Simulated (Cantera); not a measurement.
A Cantera script and what it prints.

```python
import numpy as np
import cantera as ct

gas_names = """
    O2 CL2
""".split()
cond_names = """
    Sr(L) SrCL2(L) SrO(s)
""".split()


# ... load() reads the species with a 1 bar reference pressure and builds the phases ...
species = {s.name: s for s in load("nasa_gas.yaml", gas_names) + load("nasa_condensed.yaml", cond_names)}
T = 1375
g = {n: (s.thermo.h(T) - T * s.thermo.s(T)) / (ct.gas_constant * T * np.log(10)) for n, s in species.items()}
valid = cond_names  # the entries whose range holds T


def stable(la, lb):
    # potentials (over RT ln 10) of the two non-metals from log10 p(O2) and log10 p(CL2) in bar
    mu = {}
    mu["O"] = (g["O2"] + la) / 2
    mu["Cl"] = (g["CL2"] + lb) / 2
    cost = {}
    for n in valid:
        c = species[n].composition
        cost[n] = (g[n] - sum(c.get(e, 0) * m for e, m in mu.items())) / c["Sr"]
    return min(cost, key=cost.get)


results = []
for lb in [0, -3.6, -7.1, -10.7, -14.2, -17.8, -21.3, -24.9, -28.4, -32]:
    row = [stable(la, lb) for la in [-25, -23.6, -22.3, -20.9, -19.5, -18.2, -16.8, -15.4, -14.1, -12.7, -11.3, -9.9, -8.6, -7.2, -5.8, -4.5, -3.1, -1.7, -0.4, 1]]
    results.append(row)
    print(f"{lb:6.1f}  " + " ".join(f"{valid.index(n):x}" for n in row))
print("key: " + ", ".join(f"{i:x} {n}" for i, n in enumerate(valid)))
```

It prints:

```
   0.0  1 1 1 1 1 1 1 1 1 1 1 1 1 1 1 1 1 1 1 1
  -3.6  1 1 1 1 1 1 1 1 1 1 1 1 1 1 1 1 1 1 1 1
  -7.1  1 1 1 1 1 1 1 1 1 1 1 1 1 1 1 1 1 1 2 2
 -10.7  1 1 1 1 1 1 1 1 1 1 1 1 1 2 2 2 2 2 2 2
 -14.2  1 1 1 1 1 1 1 1 2 2 2 2 2 2 2 2 2 2 2 2
 -17.8  1 1 2 2 2 2 2 2 2 2 2 2 2 2 2 2 2 2 2 2
 -21.3  2 2 2 2 2 2 2 2 2 2 2 2 2 2 2 2 2 2 2 2
 -24.9  2 2 2 2 2 2 2 2 2 2 2 2 2 2 2 2 2 2 2 2
 -28.4  2 2 2 2 2 2 2 2 2 2 2 2 2 2 2 2 2 2 2 2
 -32.0  2 2 2 2 2 2 2 2 2 2 2 2 2 2 2 2 2 2 2 2
key: 0 Sr(L), 1 SrCL2(L), 2 SrO(s)
```

Cantera with NASA thermochemical tables; ideal gases at 1 bar, condensed phases pure. Not in the tables: the peroxide, oxide halides.
